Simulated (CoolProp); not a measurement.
Vapour-liquid equilibrium of p-xylene (1) + n-nonane (2) at 0.908 MPa; x and y are mole fractions of (1).

Model: multi-fluid Helmholtz-energy mixture model, Zhou 2012 and Lemmon 2006; pair parameters Bell 2016, in CoolProp.

Give the bubble temperature and the first vapour's composition at x = 0.15, 0.35, 0.45. Is there an azeotrope?

x = 0.15: 529.0 K, y = 0.171; x = 0.35: 526.1 K, y = 0.385; x = 0.45: 524.7 K, y = 0.487. No azeotrope shows between x = 0.05 and 0.95.

The pair parameters rest on a limited set of measurements; away from them the model extrapolates.
